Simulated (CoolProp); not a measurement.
Computed with CoolProp (reference Helmholtz-energy equation of state, Thol 2015).

For octamethylcyclotetrasiloxane (D4), give the phase and the Z, cp (kJ/(kg K)), cv (kJ/(kg K)), speed of sound (m/s) at 32.85 °C and 2.11 bar.


- 32.85 °C and 2.11 bar: liquid; Z 0.0261, cp 1.68, cv 1.39, speed of sound 891
